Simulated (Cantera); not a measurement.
A Cantera script and what it prints.

```python
import numpy as np
import cantera as ct

gas_names = """
    N NO NO2 NO3 N2 N2O O O2 O3 Zr ZrN ZrO ZrO2
""".split()
cond_names = """
    Zr(a) Zr(b) Zr(L) ZrN(s) ZrN(L) ZrO2(a) ZrO2(b) ZrO2(L)
""".split()


# ... load() reads the species with a 1 bar reference pressure and builds the phases ...
atoms = {
    'Zr': {'Zr': 1},
    'O2': {'O': 2},
    'N2': {'N': 2},
}
top_T = {}  # K; cautious upper limits of use, not melting points


# ... equilibrate(T, P, feed) seeds the gas with the atoms and calls Mixture.equilibrate('TP', solver="vcs", rtol=1e-11, max_steps=5000) ...
results = []
feed = {'Zr': 1, 'O2': 0.035, 'N2': 1.1}  # mol
P = 133.322  # Pa
for T in [1450, 1650, 1850, 2050, 2250, 2450, 2650]:
    mix = equilibrate(T, P, feed)
    results.append((T, P, feed, dict(zip(mix.species_names, mix.species_moles))))
    x = sorted(zip(gas.X, gas.species_names), reverse=True)
    print(f"T = {T:g} K  P = {P:g} Pa  gas = {mix.phase_moles(0):.4g} mol")
    print("   x: " + "  ".join(f"{s} {v:.3e}" for v, s in x if v > 0.0001))
    print("   condensed (mol): " + ("  ".join(f"{mix.phase(i).name} {mix.phase_moles(i):.4g}"
          for i in range(1, mix.n_phases) if mix.phase_moles(i) > 1e-12) or "none"))
```

It prints:

```
T = 1450 K  P = 133.322 Pa  gas = 0.6175 mol
   x: N2 1.000e+00
   condensed (mol): ZrN(s) 0.965  ZrO2(a) 0.035
T = 1650 K  P = 133.322 Pa  gas = 0.6175 mol
   x: N2 1.000e+00
   condensed (mol): ZrN(s) 0.965  ZrO2(b) 0.035
T = 1850 K  P = 133.322 Pa  gas = 0.6175 mol
   x: N2 1.000e+00
   condensed (mol): ZrN(s) 0.965  ZrO2(b) 0.035
T = 2050 K  P = 133.322 Pa  gas = 0.6175 mol
   x: N2 1.000e+00
   condensed (mol): ZrN(s) 0.965  ZrO2(b) 0.035
T = 2250 K  P = 133.322 Pa  gas = 0.6176 mol
   x: N2 9.998e-01  ZrO 1.667e-04
   condensed (mol): ZrN(s) 0.9649  ZrO2(b) 0.03495
T = 2450 K  P = 133.322 Pa  gas = 0.6216 mol
   x: N2 9.947e-01  ZrO 5.135e-03  ZrO2 1.244e-04
   condensed (mol): ZrN(s) 0.9634  ZrO2(b) 0.03332
T = 2650 K  P = 133.322 Pa  gas = 0.704 mol
   x: N2 9.014e-01  ZrO 9.512e-02  ZrO2 2.120e-03  Zr 1.220e-03
   condensed (mol): ZrN(s) 0.9307
```

Cantera equilibrium calculation (NASA polynomials, part measured and part estimated; ideal gas, pure solids and liquids). Mutual solubility and eutectic melting of coexisting phases are not modelled. ZrN: taken at fixed stoichiometry. Condensed phases not in the tables: solid solutions among these carbides, nitrides and lower oxides.
